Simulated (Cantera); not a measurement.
Feed: 1 mol N2O, 0.3 mol H2O, 6.3 mol N2, held at 4.00 bar.

These are equilibrium values from Cantera (NASA tables, ideal gas, pure condensed phases), not measurements of a reactor. Candidate condensed phases: H2O; 47 gas species. Ions and electrons are included (thermal ionisation). Rates play no part.

Problem. At 3000 K, list the 7 most abundant gas species with their mole fractions, and the condensed phases.

Solution. N2 0.878, O2 0.0429, H2O 0.0254, NO 0.0228, OH 0.0127, O 0.0117, H 0.00414. Condensed: gas only.
